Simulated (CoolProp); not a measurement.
Vapour-liquid equilibrium of carbon dioxide (1) + propane (2) at -9.65 °C; x and y are mole fractions of (1).

Values from CoolProp's multi-fluid Helmholtz-energy mixture model, Span 1996 and Lemmon 2009; pair parameters Kunz 2012.

```
x      bubble pressure, mixture model (MPa)  bubble pressure, Raoult's law (MPa)  y, mixture model  y, Raoult's law
-----  ------------------------------------  -----------------------------------  ----------------  ---------------
0.05                                 0.5447                               0.4656             0.360            0.287
0.125                                0.8415                               0.6400             0.594            0.522
0.2                                   1.124                               0.8145             0.703            0.657
0.275                                 1.376                               0.9889             0.764            0.744
0.35                                  1.591                                1.163             0.802            0.805
0.425                                 1.769                                1.338             0.829            0.850
0.5                                   1.917                                1.512             0.848            0.885
0.575                                 2.042                                1.687             0.865            0.912
0.65                                  2.154                                1.861             0.881            0.934
0.725                                 2.262                                2.036             0.897            0.953
0.8                                   2.372                                2.210             0.916            0.968
0.875                                 2.484                                2.384             0.940            0.982
0.95                                  2.600                                2.559             0.972            0.993
```

The largest gap from Raoult's law is +39.1 % in bubble pressure, at x = 0.275. No azeotrope shows between x = 0.05 and 0.95.

Pair parameters are fitted to limited data, so mixtures are less certain than the pure fluids.
